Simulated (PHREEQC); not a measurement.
## Reverse-osmosis reject

Synthetic water in mg/L, 38 °C, pH 8.28, pe 8.5:

```csv
constituent,mg/L
Na,1680
K,10.8
Ca,26.4
Mg,756
Cl,4940
S(6) as SO4,78.5
Alkalinity as HCO3,14.5
N(5) as NO3,8.91
```

Valence states are taken as typed.

The numbers come from PHREEQC with the ion-association model, phreeqc.dat.

```
Quantity                      Value
--------------------  -------------
ionic strength        0.171 mol/kgw
specific conductance    17900 µS/cm
density                 0.999 g/cm³
charge-balance error         -1.6 %
```

| species | molality | activity | log γ |
|---|---|---|---|
| Cl- | 0.140 | 0.101 | -0.141 |
| Na+ | 0.0736 | 0.0552 | -0.125 |
| Mg+2 | 0.0309 | 0.0107 | -0.459 |
| Ca+2 | 0.000658 | 0.000215 | -0.485 |
| MgSO4 | 0.000387 | 0.000403 | 0.017 |
| SO4-2 | 0.000385 | 0.000116 | -0.520 |
| K+ | 0.000278 | 0.000200 | -0.144 |
| NO3- | 0.000145 | 0.000102 | -0.153 |
| HCO3- | 0.000138 | 0.000104 | -0.124 |
| NaSO4- | 4.63e-5 | 3.48e-5 | -0.124 |
| MgOH+ | 2.96e-5 | 2.28e-5 | -0.114 |
| MgHCO3+ | 1.94e-5 | 1.40e-5 | -0.140 |

This is a speciation only: nothing precipitates in the calculation. Complexes and solids missing from the database can't appear. Away from 25 °C the constants follow the database's enthalpies or fits; those with neither stay at their 25 °C values.
